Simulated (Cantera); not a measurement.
An isothermal, constant-pressure homogeneous reactor starts with 2.59 % CH₄, 96.0 % H₂, 1.44 % N₂, at 2450 K and 1700 Pa.

Detailed kinetics in Cantera: GRI-Mech 3.0 (53 species, 325 reactions). GRI-Mech 3.0 stops at C3 and has no aromatics, soot or wall deposition, so with more carbon than oxygen in the feed, carbon stays in small species such as C2H2 where larger ones or solid carbon would form. Radical loss at walls, strong at low pressure, is not modelled.

One state of this run: x CH₄ = 2.24e-6; x H₂ = 0.835; x CH₃ = 6.80e-6; x HCN = 0.000117; x C₂H₄ = 1.45e-7; x C₂H₂ = 0.0116; x CH₂ = 1.82e-6. x: mole fraction; the columns are a selection and need not sum to one.

Problem. Which value of t (s) does it belong to?
(A) 0.0190
(B) 0.976
(C) 5.14e-5
(D) 0.136

Solution. B, 0.976
